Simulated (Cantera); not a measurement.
Input (Python, Cantera):

```python
import numpy as np
import cantera as ct

gas = ct.Solution("h2o2.yaml")
gas.TPX = 1075, 37000, {'H2': 1.4, 'O2': 1, 'N2': 10}
reactor = ct.IdealGasConstPressureReactor(gas, energy="off", clone=False)
net = ct.ReactorNet([reactor])
net.rtol, net.atol = 1e-08, 1e-18
show = ['H2', 'O2', 'H2O2', 'OH', 'H2O', 'HO2', 'H']
times = np.geomspace(5e-05, 3, 11)

steps = ct.SolutionArray(gas, extra=["t"])
rows = []
print(f"{'t/s':>10s}{'T/K':>9s}{'P/Pa':>11s}" + "".join(f"{s:>11s}" for s in show))
for t in times:
    while net.time < t:
        t_next = net.step()
        steps.append(gas.state, t=t_next)
    rows.append([np.interp(t, steps.t, y) for y in (steps.T, steps.P, *steps(*show).X.T)])
    print(f"{t:10.3e}{rows[-1][0]:9.1f}{rows[-1][1]:11.4g}" + "".join(f"{x:11.3e}" for x in rows[-1][2:]))
rate = np.gradient(steps.T, steps.t)
print("integrator steps:", len(steps.t))
if steps.T.max() > steps.T[0] + 200:
    print(f"time of steepest temperature rise: {steps.t[rate.argmax()]:.4e} s")
gas.TPX = 1075, 37000, {'H2': 1.4, 'O2': 1, 'N2': 10}
gas.equilibrate("TP")
print(f"equilibrium (TP): T = {gas.T:.1f} K  " + "  ".join(f"{s} {gas[s].X[0]:.3e}" for s in show))
```

Output:

```
       t/s      T/K       P/Pa         H2         O2       H2O2         OH        H2O        HO2          H
 5.000e-05   1075.0    3.7e+04  1.129e-01  8.065e-02  1.784e-12  1.117e-10  1.475e-09  1.039e-09  1.821e-09
 1.502e-04   1075.0    3.7e+04  1.129e-01  8.065e-02  4.182e-11  5.179e-09  1.064e-07  1.683e-08  8.199e-08
 4.514e-04   1075.0    3.7e+04  1.033e-01  7.657e-02  2.223e-07  3.374e-04  7.219e-03  1.666e-05  4.714e-03
 1.356e-03   1075.0    3.7e+04  2.222e-03  2.660e-02  1.950e-06  4.653e-04  1.165e-01  1.047e-05  9.099e-04
 4.076e-03   1075.0    3.7e+04  2.737e-04  2.574e-02  9.562e-07  8.973e-05  1.193e-01  4.982e-06  1.644e-05
 1.225e-02   1075.0    3.7e+04  3.958e-05  2.565e-02  2.869e-07  3.185e-05  1.196e-01  1.272e-06  8.113e-07
 3.680e-02   1075.0    3.7e+04  4.116e-06  2.564e-02  7.032e-08  1.341e-05  1.196e-01  1.850e-07  4.113e-08
 1.106e-01   1075.0    3.7e+04  3.474e-07  2.564e-02  1.744e-08  6.109e-06  1.197e-01  2.648e-08  2.519e-09
 3.323e-01   1075.0    3.7e+04  5.139e-08  2.564e-02  4.915e-09  3.099e-06  1.197e-01  5.961e-09  2.819e-10
 9.984e-01   1075.0    3.7e+04  1.343e-08  2.564e-02  1.545e-09  1.695e-06  1.197e-01  1.811e-09  4.530e-11
 3.000e+00   1075.0    3.7e+04  4.185e-09  2.564e-02  5.137e-10  9.636e-07  1.197e-01  7.158e-10  8.440e-12
integrator steps: 1681
equilibrium (TP): T = 1075.0 K  H2 8.665e-10  O2 2.564e-02  H2O2 8.027e-11  OH 3.740e-07  H2O 1.197e-01  HO2 5.010e-10  H 7.149e-13
```

Computed with Cantera and the H2/O2 subset of GRI-Mech 3.0, which has no nitrogen chemistry. The temperature is held fixed by assumption; the heat of reaction is taken as removed at once.
